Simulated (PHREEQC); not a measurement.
**Metal-bearing waste water: speciation**

Dissolve 0.0022 mol FeSO4, 0.15 mol HCl and 7.4e-05 mol NaCl per kg of water at 25 °C. Closed to the air; pH follows from the charge balance.

Model: ion-association model, wateq4f.dat, run in PHREEQC.

Precipitation was switched off in this run.

Task: Estimate the pH.

Result: pH 0.92.

Task: In which forms is Fe present?

Result: Fe+2 92 %, FeCl+ 6.5 %, FeHSO4+ 0.7 %, FeSO4 0.6 % of the Fe.
